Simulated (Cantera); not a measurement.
## Diamond growth

A diamond (100) surface in a fixed gas of H2 with x(CH4) = 0.0032, x(H) = 0.018, at 1323 K, 0.280 bar; coverages are run to steady state.

Detailed kinetics in Cantera: the Harris–Goodwin 1993 mechanism for the reconstructed diamond (100) surface.

```csv
x(CH3),growth (µm/h),θ c6HH,θ c6H*,θ c6*H,θ c6**,θ c6HM
1e-06,0.226,0.365,0.0527,0.531,0.0508,4.79e-6
2.6e-06,0.588,0.365,0.0527,0.531,0.0508,1.25e-5
6.8e-06,1.54,0.365,0.0527,0.531,0.0508,3.26e-5
1.8e-05,4.07,0.365,0.0527,0.531,0.0508,8.62e-5
4.6e-05,10.4,0.365,0.0527,0.531,0.0507,0.000220
0.00012,27.1,0.365,0.0527,0.530,0.0506,0.000574
0.00031,69.7,0.365,0.0526,0.529,0.0504,0.00148
0.00082,183,0.363,0.0523,0.527,0.0498,0.00388
0.0021,458,0.360,0.0517,0.520,0.0484,0.00974
```
θ: site fractions in the mechanism's names (c6HH fully hydrogenated, c6H* and c6*H radical sites, c6** diradical, c6HM methylated).
